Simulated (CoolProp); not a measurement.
Vapour-liquid equilibrium of n-octane (1) + n-dodecane (2) at 313.1 K; x and y are mole fractions of (1).

Values from CoolProp's multi-fluid Helmholtz-energy mixture model, Beckmüller 2019 and Lemmon 2004; pair parameters Bell 2016.

### Question
Give the bubble pressure and the first vapour's composition at x = 0.05, 0.5, 0.95. Is there an azeotrope?

### Answer
x = 0.05: 0.2449 kPa, y = 0.776; x = 0.5: 2.042 kPa, y = 0.986; x = 0.95: 3.936 kPa, y = 0.999. No azeotrope shows between x = 0.05 and 0.95.

Pair parameters are fitted to limited data, so mixtures are less certain than the pure fluids.
